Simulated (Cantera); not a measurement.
Cantera run:

```python
import numpy as np
import cantera as ct

gas_names = """
    CL CL2 H HCL H2 Si SiCL SiCL2 SiCL3 SiCL4 SiH SiHCL3 SiH2 SiH2CL2 SiH3 SiH3CL SiH4 Si2 Si3
""".split()
cond_names = """
    Si(cr) Si(L)
""".split()


# ... load() reads the species with a 1 bar reference pressure and builds the phases ...
atoms = {
    'Si3H8': {'Si': 3, 'H': 8},
    'HCl': {'H': 1, 'CL': 1},
    'H2': {'H': 2},
}
top_T = {}  # K; cautious upper limits of use, not melting points


# ... equilibrate(T, P, feed) seeds the gas with the atoms and calls Mixture.equilibrate('TP', solver="vcs", rtol=1e-11, max_steps=5000) ...
results = []
T = 1723  # K
P = 150  # Pa
for m in [0.097, 0.13, 0.17, 0.22, 0.28, 0.37, 0.49, 0.64, 0.84, 1.1]:
    feed = {'Si3H8': 1, 'HCl': m, 'H2': 15}  # mol
    mix = equilibrate(T, P, feed)
    results.append((T, P, feed, dict(zip(mix.species_names, mix.species_moles))))

top = {s: max(r[3][s] / sum(r[3][g] for g in gas_names) for r in results) for s in gas_names}
cols = sorted((s for s in top if top[s] > 0.0001), key=lambda s: -top[s])[:9]
seen = [c for c in cond_names if any(r[3].get(c, 0) > 1e-12 for r in results)]
print("log10 of partial pressures in bar; condensed amounts in mol")
print(f"{'n(HCl)':>10s}" + "".join(f"{s[:9]:>10s}" for s in cols + seen))
for T, P, feed, n in results:
    ng = sum(n[g] for g in gas_names)
    print(f"{feed['HCl']:10.4g}" + "".join(f"{np.log10(max(n[s] / ng * P / 1e5, 1e-99)):10.3f}" for s in cols)
          + "".join(f"{n.get(c, 0):10.4g}" for c in seen))
```

Output:

```
log10 of partial pressures in bar; condensed amounts in mol
    n(HCl)        H2       HCL     SiCL2         H        Si        CL      SiCL     Si(L)
     0.097    -2.828    -5.137    -6.907    -5.153    -6.007    -7.573    -7.586     2.984
      0.13    -2.829    -5.015    -6.662    -5.154    -6.007    -7.451    -7.463     2.983
      0.17    -2.830    -4.905    -6.441    -5.154    -6.007    -7.340    -7.353     2.981
      0.22    -2.831    -4.801    -6.231    -5.155    -6.007    -7.235    -7.248     2.978
      0.28    -2.832    -4.705    -6.038    -5.155    -6.007    -7.138    -7.151     2.973
      0.37    -2.834    -4.596    -5.819    -5.156    -6.007    -7.029    -7.042     2.965
      0.49    -2.837    -4.490    -5.604    -5.157    -6.007    -6.921    -6.934     2.952
      0.64    -2.839    -4.392    -5.405    -5.159    -6.007    -6.822    -6.835     2.932
      0.84    -2.843    -4.296    -5.210    -5.161    -6.007    -6.724    -6.737     2.901
       1.1    -2.848    -4.205    -5.023    -5.163    -6.007    -6.631    -6.644     2.855
```

Cantera equilibrium calculation (NASA polynomials, part measured and part estimated; ideal gas, pure solids and liquids). The feed counts by its element totals alone. The tables' values for SiCl are old estimates; treat these amounts as uncertain. Gases not in the tables: Si2H6 and higher silanes.
